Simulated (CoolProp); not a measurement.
The numbers come from the reference Helmholtz-energy equation of state, Lemmon 2006 in CoolProp. It is a short technical equation, of lower accuracy than the large ones.

Problem. Give the vapour pressure (bar), vapour density (kg/m³), enthalpy of vaporisation (kJ/kg) of saturated carbon monoxide at -165.45 °C.

Solution. 
```tsv
T (°C)	p (bar)	vapour density (kg/m³)	enthalpy of vaporisation (kJ/kg)
-165.45	9.24	35.9	167
```
